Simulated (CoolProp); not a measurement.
Vapour-liquid equilibrium of trans-2-butene (1) + acetone (2) at 4.3 bar; x and y are mole fractions of (1).

The numbers come from the multi-fluid Helmholtz-energy mixture model, Lemmon 2005 and Lemmon 2006; pair parameters Bell 2016 in CoolProp.

Give the bubble temperature and the first vapour's composition at x = 0.15, 0.25, 0.35. Is there an azeotrope?

x = 0.15: 350.4 K, y = 0.572; x = 0.25: 339.9 K, y = 0.711; x = 0.35: 333.5 K, y = 0.781. No azeotrope shows between x = 0.05 and 0.95.

Pair parameters are fitted to limited data, so mixtures are less certain than the pure fluids.
